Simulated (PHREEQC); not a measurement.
Dissolve 0.32 mol CdCl2 and 0.00025 mol H2SO4 per kg of water at 25 °C. Closed to the air; pH follows from the charge balance.

The numbers come from PHREEQC with the ion-association model, wateq4f.dat.

```
quantity                   before    after
------------------------  -------  -------
pH                           3.41     4.37
ionic strength (mol/kgw)    0.281   0.0517
HSO4- (mol/kgw)           2.12e-6  3.53e-8
```

### Question
What was changed between the two runs?
(A) temperature from 25 to 55 °C
(B) diluted 10-fold with water
(C) CdCl2 left out
(D) diluted 5-fold with water

### Answer
B, diluted 10-fold with water

No solid was allowed to form.
